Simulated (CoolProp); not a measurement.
A simple Rankine cycle with R365MFC: condensing at 306.15 K, boiler at 2.23 MPa, turbine inlet 443.1 K, turbine efficiency 0.7, pump efficiency 0.8, no recuperator. Each further row changes one setting.

Model: reference Helmholtz-energy equation of state, Lemmon 2016, in CoolProp.

```csv
case,thermal efficiency (%),net work (kJ/kg),heat in (kJ/kg),turbine exit temperature (K),volume ratio over the turbine
as stated,14.0,43.4,310,375.5,38.7
turbine inlet 463.1 K,13.9,47.7,343,400.8,34.5
condensing temperature 298.15 K,14.9,47.7,321,371.3,52.5
boiler pressure 1.56 MPa,13.0,42.3,326,390.5,22.7
turbine efficiency 0.6,11.9,36.9,310,381.2,39.3
```
